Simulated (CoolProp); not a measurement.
A single-stage vapour-compression cycle with the fluid: evaporating at 198.15 K (dew point), condensing at 227.15 K (bubble point), superheat 8 K, subcooling 2 K, compressor efficiency 0.8, no pressure losses. The same conditions are run with several fluids, on thermodynamics alone (safety and materials aside).

The numbers come from the reference Helmholtz-energy equation of state of each fluid (ethylene: Smukala 2000; propylene: Lemmon 2013; fluoroethane (R161): Wu 2012; hydrogen sulfide: Lemmon 2006; propane: Lemmon 2009; C3F8 (R218): Lemmon 2006) in CoolProp.

| fluid | cooling COP | pressure ratio | discharge temperature (K) | refrigerating effect (kJ/kg) | volumetric capacity (kJ/m³) |
|---|---|---|---|---|---|
| ethylene | 4.55 | 2.86 | 274.1 | 376 | 2820 |
| propylene | 4.89 | 4.56 | 272.6 | 419 | 249 |
| fluoroethane (R161) | 4.83 | 5.46 | 286.6 | 419 | 146 |
| hydrogen sulfide | 4.65 | 4.40 | 319.4 | 517 | 470 |
| propane | 4.93 | 4.72 | 266.6 | 410 | 192 |
| C3F8 (R218) | 4.87 | 5.46 | 238.3 | 98.0 | 130 |
